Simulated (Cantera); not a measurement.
A closed system holds: 1 mol H2S, 0.034 mol H2, 9.6 mol N2, at 1350 °C and 0.0270 bar.

Cantera equilibrium calculation (NASA polynomials, part measured and part estimated; ideal gas, pure solids and liquids). Candidate condensed phases: S; 15 gas species. The numbers say what is thermodynamically allowed, not how fast it happens.

Base state: N2 0.865, H2 0.0863, S2 0.0412, H2S 0.00603, SH 0.00152, S 0.000188, H 0.000124 (mole fractions); condensed: gas only.

Q: What changes in the equilibrium state with this change: H2S replaced by SO2?

A: 
| species | before | after |
|---|---|---|
| N2 | 0.865 | 0.903 |
| SO2 | 0 | 0.0917 |
| H2O | 0 | 0.00297 |
| H2 | 0.0863 | 0.000222 |
| S2 | 0.0412 | 0.000286 |
| SO | 0 | 0.00174 |
| S2O | 0 | 1.32e-5 |
Further candidate phases: H2O, H2SO4.

Q: What changes in the equilibrium state with this change: temperature from 1350 °C to 825 °C?

A: 
```json
[
 {"species": "N2", "before": "0.865", "after": "0.885"},
 {"species": "H2S", "before": "0.00603", "after": "0.0520"},
 {"species": "H2", "before": "0.0863", "after": "0.0433"},
 {"species": "S2", "before": "0.0412", "after": "0.0201"},
 {"species": "H", "before": "0.000124", "after": "3.14e-8"},
 {"species": "S", "before": "0.000188", "after": "6.09e-8"},
 {"species": "SH", "before": "0.00152", "after": "5.38e-5"}
]
```
Gases not in the tables: S3 to S7.
